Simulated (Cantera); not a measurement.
Mixture: 8.52 % CH4, 14.2 % O2, 75.2 % N2, 2.04 % CO2, at 0.987 atm, adiabatic and at constant pressure. Ignition delay is the time to a rise of 400 K.

Cantera simulation using GRI-Mech 3.0 (53 species, 325 reactions); the numbers are that mechanism's predictions, not measurements.

### Question
At T0 = 1175 K, what is the delay, and which 6 reactions control it most (d ln τ / d ln k, from doubling and halving each rate constant)?

### Answer
The delay is 0.104 s.
```csv
reaction,d ln τ / d ln k,faster rate
2 CH3 (+M) <=> C2H6 (+M),0.57,lengthens it
CH3 + O2 <=> CH2O + OH,-0.42,shortens it
CH2O + O2 <=> HCO + HO2,-0.33,shortens it
CH3 + O2 <=> CH3O + O,-0.30,shortens it
CH4 + H <=> CH3 + H2,0.26,lengthens it
H + O2 <=> O + OH,-0.25,shortens it
```
